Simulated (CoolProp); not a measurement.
A single-stage vapour-compression cycle with ethane: evaporating at 211.15 K (dew point), condensing at 281.15 K (bubble point), superheat 8 K, subcooling 2 K, compressor efficiency 0.9, no pressure losses. Each further row changes one setting.

Values from CoolProp's reference Helmholtz-energy equation of state, Bücker 2006.

```tsv
case	cooling COP	pressure ratio	discharge temperature (K)	refrigerating effect (kJ/kg)	volumetric capacity (kJ/m³)
as stated	1.69	8.24	334.2	261	1620
evaporating temperature 216.15 K	1.92	6.77	329.6	266	1990
condensing temperature 276.15 K	1.93	7.33	327.0	279	1730
subcooling 7 K	1.81	8.24	334.2	279	1740
superheat 18 K	1.70	8.24	345.1	277	1630
compressor efficiency 0.8	1.50	8.24	342.6	261	1620
```
